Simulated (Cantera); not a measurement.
**Equilibrium for nitride etching: BN + Cl₂ + N₂ + H₂O**

A closed system holds: 1 mol BN, a varied amount of Cl₂, 2.2 mol N₂, 11 mol H₂O, held at 2098.15 K and 100 Torr.

Method: chemical equilibrium by Gibbs-energy minimisation in Cantera with the NASA 1993 tables (ideal gas, pure condensed phases). Candidate condensed phases: B, BN, B₂O₃, B₃O₃H₃, H₂O, NH₄Cl; 49 gas species. The tables' values for BOCl are old estimates; treat these amounts as uncertain. Equilibrium is a limit: real reactors are often held back by kinetics, nucleation or transport.

From 2.3 mol Cl₂ to 16 mol Cl₂ nothing is condensed. The main B-bearing gas is HBO₂ throughout.

```tsv
n(Cl₂) (mol)	log p HCl	log p H₂O	log p Cl	log p N₂	log p O₂	log p HBO₂
2.3	-1.48	-1.19	-2.56	-1.68	-2.61	-2.13
4.6	-1.28	-1.39	-2.15	-1.76	-2.11	-2.22
6.9	-1.20	-1.59	-1.92	-1.84	-1.95	-2.30
9.1	-1.16	-1.81	-1.76	-1.90	-1.88	-2.38
11	-1.16	-2.01	-1.64	-1.95	-1.86	-2.45
14	-1.17	-2.34	-1.49	-2.01	-1.86	-2.56
16	-1.19	-2.54	-1.42	-2.05	-1.87	-2.64
```
log p: log10 of the partial pressure in bar; nothing condenses.
